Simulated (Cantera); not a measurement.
A diamond (100) surface in a fixed gas of H2 with x(CH4) = 0.025, x(CH3) = 0.00055, at 1125 K, 12.8 Torr; coverages are run to steady state.

Detailed kinetics in Cantera: the Harris–Goodwin 1993 mechanism for the reconstructed diamond (100) surface.

One state of this run: growth (µm/h) = 4.82; θ c6HH = 0.486; θ c6H* = 0.0301; θ c6*H = 0.450; θ c6** = 0.0206; θ c6HM = 0.00821. θ: site fractions in the mechanism's names (c6HH fully hydrogenated, c6H* and c6*H radical sites, c6** diradical, c6HM methylated).

Task: Which value of x(H) does it belong to?
(A) 0.013
(B) 0.0001
(C) 0.0011
(D) 0.064

Result: A, 0.013
